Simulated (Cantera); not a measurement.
A closed system holds: 1 mol Si, 7.8 mol H₂, 3.3 mol HCl, equilibrated at 1050 °C and 280000 Pa.

Method: chemical equilibrium by Gibbs-energy minimisation in Cantera with the NASA 1993 tables (ideal gas, pure condensed phases). Candidate condensed phases: Si; 19 gas species. The tables' values for SiCl₃ are old estimates; treat these amounts as uncertain. The numbers say what is thermodynamically allowed, not how fast it happens.

Base state: H₂ 0.867, HCl 0.0519, SiCl₄ 0.0337, SiHCl₃ 0.0285, SiCl₂ 0.00851, SiCl₃ 0.00724, SiH₂Cl₂ 0.00346, SiH₃Cl 0.000119 (mole fractions); condensed: Si(s).

Problem. What changes in the equilibrium state with this change: temperature from 1050 °C to 602 °C?

Solution. 
```tsv
species	before	after
H₂	0.867	0.905
SiCl₄	0.0337	0.0469
SiHCl₃	0.0285	0.0426
HCl	0.0519	0.00218
SiCl₂	0.00851	6.72e-6
SiCl₃	0.00724	7.38e-5
Si(s), mol	0.154	0.0539
```

Problem. What changes in the equilibrium state with this change: HCl from 3.3 to 4.2 mol?

Solution. 
```tsv
species	before	after
H₂	0.867	0.839
HCl	0.0519	0.0705
SiCl₄	0.0337	0.0462
SiHCl₃	0.0285	0.0280
SiH₃Cl	0.000119	5.93e-5
SiH₂Cl₂	0.00346	0.00242
SiCl₂	0.00851	0.00615
SiCl₃	0.00724	0.00721
Si(s), mol	0.154	0
```
